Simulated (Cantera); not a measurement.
An isothermal, constant-pressure homogeneous reactor starts with 4.28 % H2, 63.8 % O2, 31.9 % N2, at 1223 K and 2670 Pa.

Cantera simulation using GRI-Mech 3.0 (53 species, 325 reactions); the numbers are that mechanism's predictions, not measurements. Radical loss at walls, strong at low pressure, is not modelled. The temperature is held fixed by assumption; the heat of reaction is taken as removed at once.

x: mole fraction; the columns are a selection and need not sum to one.

| t (s) | x H2 | x O2 | x HO2 | x O | x H |
|---|---|---|---|---|---|
| 0.000200 | 0.0428 | 0.638 | 1.56e-8 | 3.52e-8 | … |
| 0.000397 | 0.0428 | 0.638 | 3.33e-8 | 3.98e-7 | … |
| 0.000790 | 0.0427 | 0.638 | 3.26e-7 | 3.87e-5 | … |
| 0.00157 | 0.00771 | 0.613 | 5.27e-6 | 0.0176 | … |
| 0.00312 | 0.000841 | 0.608 | 4.62e-6 | 0.0244 | … |
| 0.00620 | 0.000680 | 0.612 | 4.42e-6 | 0.0198 | … |
| 0.0123 | 0.000473 | 0.618 | 4.02e-6 | 0.0134 | … |
| 0.0245 | 0.000252 | 0.624 | 3.27e-6 | 0.00698 | … |
| 0.0487 | 9.96e-5 | 0.628 | 2.19e-6 | 0.00272 | … |
| 0.0968 | 3.14e-5 | 0.629 | 1.16e-6 | 0.000858 | … |
| 0.192 | 9.06e-6 | 0.630 | 5.04e-7 | 0.000249 | … |
| 0.382 | 2.69e-6 | 0.630 | 1.96e-7 | 7.45e-5 | … |
| 0.760 | 8.68e-7 | 0.630 | 7.55e-8 | 2.42e-5 | … |
| 1.51 | 3.09e-7 | 0.630 | 3.09e-8 | 8.71e-6 | … |
| 3.00 | 1.21e-7 | 0.630 | 1.46e-8 | 3.43e-6 | … |

### Question
Fill in the missing entries.

### Answer

- 0.000200, x H: 2.13e-8
- 0.000397, x H: 2.22e-7
- 0.000790, x H: 2.14e-5
- 0.00157, x H: 0.00926
- 0.00312, x H: 0.00658
- 0.00620, x H: 0.00477
- 0.0123, x H: 0.00267
- 0.0245, x H: 0.00101
- 0.0487, x H: 0.000246
- 0.0968, x H: 4.35e-5
- 0.192, x H: 6.82e-6
- 0.382, x H: 1.12e-6
- 0.760, x H: 2.07e-7
- 1.51, x H: 4.47e-8
- 3.00, x H: 1.10e-8
